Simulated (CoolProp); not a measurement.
Vapour-liquid equilibrium of CH2F2 (R32) (1) + R1234yf (2) at 1.18 MPa; x and y are mole fractions of (1).

The numbers come from the multi-fluid Helmholtz-energy mixture model, Tillner-Roth 1997 and Lemmon 2022; pair parameters Bell 2023 in CoolProp.

```tsv
x	bubble temperature (K)	y at the bubble point	dew temperature at overall composition x (K)	liquid density (mol/L)
0.05	315.5	0.109	?	9.168
0.2	306.1	0.373	312.3	10.19
0.35	?	0.553	307.0	11.31
0.5	294.2	0.680	301.3	12.58
0.65	?	0.778	295.4	14.11
0.8	?	0.867	289.9	16.01
0.95	285.8	0.963	286.1	?
```

Q: Fill in the missing entries.

A: 
- 0.05, dew temperature at overall composition x (K): 317.4
- 0.35, bubble temperature (K): 299.2
- 0.65, bubble temperature (K): 290.6
- 0.8, bubble temperature (K): 287.9
- 0.95, liquid density (mol/L): 18.47

No azeotrope shows between x = 0.05 and 0.95.

Pair parameters are fitted to limited data, so mixtures are less certain than the pure fluids.
